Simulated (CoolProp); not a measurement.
Vapour-liquid equilibrium of R143a (1) + R152A (2) at 178 kPa; x and y are mole fractions of (1).

The numbers come from the multi-fluid Helmholtz-energy mixture model, Lemmon and Jacobsen 2000 and Outcalt 1996; pair parameters Bell 2016 in CoolProp.

| x | bubble temperature (K) | y at the bubble point | dew temperature at overall composition x (K) | liquid density (mol/L) |
|---|---|---|---|---|
| 0.05 | 260.2 | 0.131 | … | … |
| 0.125 | 257.1 | 0.288 | 260.3 | 14.75 |
| 0.2 | 254.4 | 0.410 | 258.9 | 14.66 |
| 0.275 | 252.1 | 0.508 | 257.3 | 14.56 |
| 0.35 | 250.1 | 0.589 | 255.7 | 14.45 |
| 0.425 | … | 0.657 | 254.0 | 14.34 |
| 0.5 | 246.7 | 0.716 | … | 14.23 |
| 0.575 | 245.2 | 0.769 | 250.4 | 14.11 |
| 0.65 | 243.9 | … | 248.5 | 13.99 |
| 0.725 | … | 0.860 | … | 13.88 |
| 0.8 | 241.4 | 0.901 | 244.3 | 13.76 |
| 0.875 | 240.3 | 0.939 | 242.2 | 13.65 |
| 0.95 | 239.2 | 0.976 | 240.0 | 13.53 |

Q: Some entries are withheld; supply them.

A: 
- 0.05, dew temperature at overall composition x (K): 261.7
- 0.05, liquid density (mol/L): 14.83
- 0.425, bubble temperature (K): 248.3
- 0.5, dew temperature at overall composition x (K): 252.3
- 0.65, y at the bubble point: 0.816
- 0.725, bubble temperature (K): 242.6
- 0.725, dew temperature at overall composition x (K): 246.4

No azeotrope shows between x = 0.05 and 0.95.

Pair parameters are fitted to limited data, so mixtures are less certain than the pure fluids.
